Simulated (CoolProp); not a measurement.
Computed with CoolProp (reference Helmholtz-energy equation of state, Lemmon 2005). It is a short technical equation, of lower accuracy than the large ones.

### Question
For cis-2-butene, give the phase and the speed of sound (m/s) at 251.85 °C and 0.067 MPa; 251.85 °C and 21.2 MPa.

### Answer
- 251.85 °C and 0.067 MPa: gas; speed of sound 288
- 251.85 °C and 21.2 MPa: supercritical; speed of sound 441
